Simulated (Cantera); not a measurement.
Gas mixture: 100 % N₂O, at 2670 Pa, frozen composition.

Cantera's kinetic-theory transport with the Lennard-Jones parameters of GRI-Mech 3.0, ideal gas; thermal conductivity in the mixture-averaged form. The composition is frozen, though it would react at the higher temperatures.

D: mixture-averaged diffusion coefficient of that species in the mixture.

```json
[
 {"T (K)": "400", "ρ (kg/m³)": "0.0353", "cp (J/kg/K)": "970.3", "μ (µPa s)": "19.5", "λ (mW/m/K)": "25.5", "Pr": "0.741", "D (cm²/s) NH₃": "10.7", "D (cm²/s) OH": "15.6", "D (cm²/s) H₂": "?"},
 {"T (K)": "600", "ρ (kg/m³)": "0.0235", "cp (J/kg/K)": "1101", "μ (µPa s)": "27.3", "λ (mW/m/K)": "40.7", "Pr": "0.739", "D (cm²/s) NH₃": "23.3", "D (cm²/s) OH": "31.6", "D (cm²/s) H₂": "?"},
 {"T (K)": "800", "ρ (kg/m³)": "0.0176", "cp (J/kg/K)": "1192", "μ (µPa s)": "34.0", "λ (mW/m/K)": "54.9", "Pr": "0.739", "D (cm²/s) NH₃": "39.5", "D (cm²/s) OH": "51.7", "D (cm²/s) H₂": "?"},
 {"T (K)": "1000", "ρ (kg/m³)": "0.0141", "cp (J/kg/K)": "1255", "μ (µPa s)": "40.0", "λ (mW/m/K)": "68.0", "Pr": "0.739", "D (cm²/s) NH₃": "58.9", "D (cm²/s) OH": "75.3", "D (cm²/s) H₂": "?"},
 {"T (K)": "1200", "ρ (kg/m³)": "0.0118", "cp (J/kg/K)": "1294", "μ (µPa s)": "45.5", "λ (mW/m/K)": "80.1", "Pr": "0.735", "D (cm²/s) NH₃": "81.1", "D (cm²/s) OH": "102", "D (cm²/s) H₂": "?"},
 {"T (K)": "1400", "ρ (kg/m³)": "0.0101", "cp (J/kg/K)": "1327", "μ (µPa s)": "50.5", "λ (mW/m/K)": "91.4", "Pr": "0.733", "D (cm²/s) NH₃": "106", "D (cm²/s) OH": "132", "D (cm²/s) H₂": "?"}
]
```

Q: Some entries are withheld; supply them.

A: 
- 400, D (cm²/s) H₂: 41.0
- 600, D (cm²/s) H₂: 81.8
- 800, D (cm²/s) H₂: 133
- 1000, D (cm²/s) H₂: 192
- 1200, D (cm²/s) H₂: 261
- 1400, D (cm²/s) H₂: 337
